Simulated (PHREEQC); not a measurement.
Consider water at 25 °C with 0.66 mol NaCl, 0.18 mol SrCl2 and 0.34 mol LiCl per kg of water. Closed to the air; pH follows from the charge balance.

Equilibrium calculation in PHREEQC: Pitzer model, pitzer.dat.

This is a speciation only: nothing precipitates in the calculation.

Question: What activity of water does the model give?

Answer: activity of water 0.956.
